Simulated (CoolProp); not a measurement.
n-perfluorohexane at several states: Z from the reference equation and from simpler models built on Tc = 174.9 °C, pc = 1.742 MPa, ω = 0.497; each cubic takes its own stable root.

The numbers come from the reference Helmholtz-energy equation of state, Gao 2022 in CoolProp.

| T (°C) | p (MPa) | phase | reference |
|---|---|---|---|
| 113.25 | 0.806 | liquid | 0.06167 |
| 145.15 | 0.227 | gas | 0.9389 |
| 157.15 | 0.274 | gas | 0.9331 |
| -39.45 | 0.149 | liquid | 0.01396 |

Problem. How far does each simpler model (van der Waals, Redlich-Kwong, Soave-Redlich-Kwong, Peng-Robinson) lie from the reference over these 4 states: mean and median of the absolute difference, and the worst?

Solution. 
- van der Waals: mean 299.0 %, median 41.4 %, worst +1111.9 % at 113.25 °C and 0.806 MPa
- Redlich-Kwong: mean 14.0 %, median 11.4 %, worst +32.9 % at 113.25 °C and 0.806 MPa
- Soave-Redlich-Kwong: mean 9.3 %, median 8.3 %, worst +20.3 % at 113.25 °C and 0.806 MPa
- Peng-Robinson: mean 2.7 %, median 2.1 %, worst +6.1 % at 113.25 °C and 0.806 MPa

At some of these states van der Waals gives the other phase, because its saturation line lies elsewhere.
